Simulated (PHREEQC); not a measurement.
## Copper plating or etch bath: speciation

Solution (25 °C): 17 mmol/kgw CuCl2 and 1.9 mmol/kgw HCl. Closed to the air; pH follows from the charge balance.

Equilibrium calculation in PHREEQC: ion-association model, phreeqc.dat.

Each row changes one thing in this solution. This is a speciation only: nothing precipitates in the calculation.

| case | pH | ionic strength (mol/kgw) | Cu+2 (mol/kgw) | CuCl+ (mol/kgw) | CuCl2 (mol/kgw) | CuOH+ (mol/kgw) |
|---|---|---|---|---|---|---|
| as made | 2.79 | 0.0514 | 0.0163 | 0.000735 | 9.07e-6 | 5.90e-8 |
| diluted 5-fold with water | 3.46 | 0.0105 | 0.00336 | 4.32e-5 | 1.33e-7 | 7.21e-8 |
| CuCl2 from 0.017 to 0.0017 mol/kgw | 2.75 | 0.00697 | 0.00168 | … | 4.05e-8 | 7.47e-9 |
| 0.0059 mol/kgw Pb(NO3)2 added | 2.79 | 0.0646 | 0.0163 | 0.000655 | 7.32e-6 | … |
| temperature from 25 to 45 °C | 2.79 | 0.0495 | … | 0.00166 | 2.42e-5 | 5.51e-8 |
| temperature from 25 to 40 °C | 2.79 | … | 0.0156 | 0.00138 | 1.93e-5 | 5.62e-8 |

Task: Complete the blanks.

Result: 
- CuCl2 from 0.017 to 0.0017 mol/kgw, CuCl+ (mol/kgw): 1.71e-5
- 0.0059 mol/kgw Pb(NO3)2 added, CuOH+ (mol/kgw): 5.75e-8
- temperature from 25 to 45 °C, Cu+2 (mol/kgw): 0.0153
- temperature from 25 to 40 °C, ionic strength (mol/kgw): 0.0501

Constants without temperature data keep their 25 °C values here.
